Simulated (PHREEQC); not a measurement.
A column of 0.5 m (40 cells, dispersivity 0.018 m, 3600 s a shift, diffusion coefficient 3e-10 m²/s) holds 0.034 eq of the database's cation exchanger X per kg of pore water, first in equilibrium with 0.33 mmol/kgw LiCl, 5.9 mmol/kgw (NH4)2SO4 and 0.01 mmol/kgw HCl. It is flushed with 2.4 mmol/kgw Na2SO4, 12 mmol/kgw MgCl2, 0.34 mmol/kgw NH4Cl and 0.01 mmol/kgw HCl, at 25 °C. Values are for the last cell. The system is closed to CO2. No solid was allowed to form.

Base run: PHREEQC, ion-association model, phreeqc.dat. Each further column changes one thing. The table gives Li in solution (mol/kgw).

| pore volumes | base | exchange capacity from 0.034 to 0.017 eq/kgw | dispersivity from 0.018 to 0.036 m |
|---|---|---|---|
| 0 | 0.000330 | 0.000330 | 0.000330 |
| 0.4625 | 0.000331 | 0.000331 | 0.000341 |
| 0.7625 | 0.000401 | 0.000365 | 0.000397 |
| 1.212 | 0.000300 | 0.000177 | 0.000260 |
| 1.512 | 0.000129 | 5.32e-5 | 0.000143 |
| 1.962 | 2.25e-5 | 4.89e-6 | 4.40e-5 |
| 2.263 | 4.79e-6 | 8.83e-7 | 1.72e-5 |
| 2.712 | 3.76e-7 | 6.16e-8 | 4.00e-6 |
| 3.013 | 6.77e-8 | 1.00e-8 | 1.51e-6 |
| 3.462 | 5.09e-9 | 6.32e-10 | 3.47e-7 |
| 3.763 | 9.01e-10 | 9.85e-11 | 1.30e-7 |
| 4.213 | 6.63e-11 | 5.94e-12 | 3.00e-8 |
| 4.513 | 1.16e-11 | 9.06e-13 | 1.13e-8 |
| 4.963 | 8.42e-13 | 5.35e-14 | 2.60e-9 |
